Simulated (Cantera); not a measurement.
Thermodynamics of silicon epitaxy and polysilicon growth, feed SiCl4 + H2

Input: 1 mol SiCl4, 22 mol H2, held at 0.0120 bar.

These are equilibrium values from Cantera (NASA tables, ideal gas, pure condensed phases), not measurements of a reactor. Candidate condensed phases: Si; 19 gas species. The tables' values for SiCl3, SiCl are old estimates; treat these amounts as uncertain. Gases not in the tables: Si2H6 and higher silanes. Rates play no part.

From 1048 K to 1648 K the condensed part is Si(s). At 1698 K the condensed part is Si(l). The main Si-bearing gas is SiCl4 at 1048 K and SiCl2 at 1698 K. The share of Si in condensed phases is highest at 1198 K (22.7 %) and lowest at 1698 K (12.3 %).

| T (K) | x H2 | x HCl | x SiCl2 | x SiCl4 | x SiHCl3 | x SiCl3 | x H | n Si(s) | n Si(l) |
|---|---|---|---|---|---|---|---|---|---|
| 1048 | 0.926 | 0.0370 | 0.00275 | 0.0259 | 0.00663 | 0.00197 | 6.78e-8 | 0.130 | 0 |
| 1098 | 0.914 | 0.0504 | 0.00563 | 0.0210 | 0.00555 | 0.00290 | 2.16e-7 | 0.177 | 0 |
| 1148 | 0.902 | 0.0645 | 0.0101 | 0.0153 | 0.00428 | 0.00374 | 6.21e-7 | 0.211 | 0 |
| 1198 | 0.890 | 0.0775 | 0.0159 | 0.00958 | 0.00296 | 0.00415 | 1.64e-6 | 0.227 | 0 |
| 1248 | 0.880 | 0.0871 | 0.0216 | 0.00510 | 0.00181 | 0.00391 | 4.00e-6 | 0.226 | 0 |
| 1298 | 0.874 | 0.0928 | 0.0262 | 0.00236 | 0.00100 | 0.00322 | 9.15e-6 | 0.215 | 0 |
| 1348 | 0.871 | 0.0954 | 0.0293 | 0.00102 | 0.000529 | 0.00244 | 1.97e-5 | 0.202 | 0 |
| 1398 | 0.870 | 0.0962 | 0.0314 | 0.000436 | 0.000277 | 0.00179 | 4.03e-5 | 0.188 | 0 |
| 1448 | 0.869 | 0.0962 | 0.0328 | 0.000191 | 0.000148 | 0.00130 | 7.85e-5 | 0.175 | 0 |
| 1498 | 0.869 | 0.0957 | 0.0338 | 8.68e-5 | 8.11e-5 | 0.000958 | 0.000146 | 0.162 | 0 |
| 1548 | 0.869 | 0.0950 | 0.0346 | 4.12e-5 | 4.60e-5 | 0.000713 | 0.000262 | 0.150 | 0 |
| 1598 | 0.869 | 0.0943 | 0.0352 | 2.04e-5 | 2.70e-5 | 0.000539 | 0.000453 | 0.139 | 0 |
| 1648 | 0.869 | 0.0936 | 0.0358 | 1.05e-5 | 1.63e-5 | 0.000413 | 0.000758 | 0.128 | 0 |
| 1698 | 0.869 | 0.0933 | 0.0360 | 5.66e-6 | 1.01e-5 | 0.000321 | 0.00123 | 0 | 0.123 |
x: gas mole fraction; n: condensed amount in mol.
